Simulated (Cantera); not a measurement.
Equilibrium for boron, boron nitride and boron oxide: BF₃ + H₂O

Charge: 1 mol BF₃, a varied amount of H₂O, equilibrated at 600 °C and 0.133 bar.

Equilibrium computed with Cantera from the NASA thermochemical tables; the gas is ideal and each condensed phase is pure. Candidate condensed phases: B, B₂O₃, B₃O₃H₃, H₂O; 43 gas species. Kinetics and transport are ignored.

From 0.073 mol H₂O to 1.9 mol H₂O nothing is condensed. The main B-bearing gas is BF₃ throughout.

| n(H₂O) (mol) | x BF₃ | x H₂O | x HF | x B₃O₃F₃ | x (HBO₂)₃ |
|---|---|---|---|---|---|
| 0.073 | 0.878 | 0.0255 | 0.0831 | 0.0138 | 6.93e-6 |
| 0.13 | 0.812 | 0.0564 | 0.113 | 0.0188 | 4.03e-5 |
| 0.22 | 0.730 | 0.105 | 0.141 | 0.0233 | 0.000167 |
| 0.37 | 0.628 | 0.179 | 0.166 | 0.0269 | 0.000574 |
| 0.64 | 0.501 | 0.283 | 0.186 | 0.0283 | 0.00174 |
| 1.1 | 0.371 | 0.405 | 0.194 | 0.0261 | 0.00412 |
| 1.9 | 0.251 | 0.530 | 0.190 | 0.0203 | 0.00760 |
x: gas mole fraction; nothing condenses.
